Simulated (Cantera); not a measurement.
Input: 1 mol B2H6, 86 mol H2, at 750 Torr.

These are equilibrium values from Cantera (NASA tables, ideal gas, pure condensed phases), not measurements of a reactor. Candidate condensed phases: B; 7 gas species. The feed counts by its element totals alone. The tables' values for BH2 are old estimates; treat these amounts as uncertain. Gases not in the tables: B2H6 and higher boranes. Rates play no part.

x: gas mole fraction; n: condensed amount in mol.

```
T (K)   x H2         x H     x BH2    x BH3       x B  n B(s)
-----  -----  ----------  --------  -------  --------  ------
1098    1.00  (withheld)   3.26e-8  4.18e-7    <1e-12    2.00
1298   1.000  (withheld)   8.78e-7  1.98e-6    <1e-12    2.00
1498   1.000  (withheld)   9.68e-6  6.08e-6  1.82e-12    2.00
1698   1.000  (withheld)   6.01e-5  1.41e-5  3.53e-10    1.99
1898   0.999  (withheld)  0.000252  2.71e-5   2.22e-8    1.98
2098   0.996  (withheld)  0.000797  4.54e-5   6.30e-7    1.92
2298   0.988  (withheld)   0.00204  6.85e-5   9.89e-6    1.81
```

**Question.** What belongs in the gaps?

**Answer.** 
- 1098, x H: 2.47e-8
- 1298, x H: 1.07e-6
- 1498, x H: 1.72e-5
- 1698, x H: 0.000145
- 1898, x H: 0.000781
- 2098, x H: 0.00307
- 2298, x H: 0.00952
